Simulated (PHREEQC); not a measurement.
A column of 1 m (30 cells, dispersivity 0.08 m, 300 s a shift, diffusion coefficient 3e-10 m²/s) holds 0.02 eq of the database's cation exchanger X per kg of pore water, first in equilibrium with 8.1 mmol/kgw CdCl2 and 0.01 mmol/kgw HCl. It is flushed with 3.9 mmol/kgw SrCl2, 24 mmol/kgw CdCl2 and 0.01 mmol/kgw HCl, at 25 °C. Values are for the last cell. No CO2 enters from the air. Precipitation was switched off in this run.

All values are PHREEQC results (ion-association model, phreeqc.dat), not measurements.

**Question.** Predict Sr in solution (mol/kgw), Cl in solution (mol/kgw) at pore volumes = 0.8167, 1.017, 2.217.

**Answer.** 
```json
[
 {"pore volumes": "0.8167", "Sr in solution (mol/kgw)": "1.05e-5", "Cl in solution (mol/kgw)": "0.0308"},
 {"pore volumes": "1.017", "Sr in solution (mol/kgw)": "9.81e-5", "Cl in solution (mol/kgw)": "0.0397"},
 {"pore volumes": "2.217", "Sr in solution (mol/kgw)": "0.00279", "Cl in solution (mol/kgw)": "0.0554"}
]
```
